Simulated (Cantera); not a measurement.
# Thermodynamics of silicon nitride deposition, feed SiH2Cl2 + NH3

A closed system holds: 1 mol SiH2Cl2, 2.5 mol NH3, equilibrated at 577 °C and 0.00140 bar.

Method: chemical equilibrium by Gibbs-energy minimisation in Cantera with the NASA 1993 tables (ideal gas, pure condensed phases). Candidate condensed phases: NH4Cl, Si, Si3N4; 28 gas species. Kinetics and transport are ignored.

The x(H2) comes out as 0.606. The x(HCl) is 0.291, the x(N2) is 0.0966 and the x(SiCl4) is 0.00641. The x(SiHCl3) is 2.22e-5. The x(SiCl3) comes out as 1.36e-6, the n(Si3N4(s)) is 0.320 mol and the gas amount is 6.320 mol. The log10 activity of Si(s) (absent) comes out as -6.91.
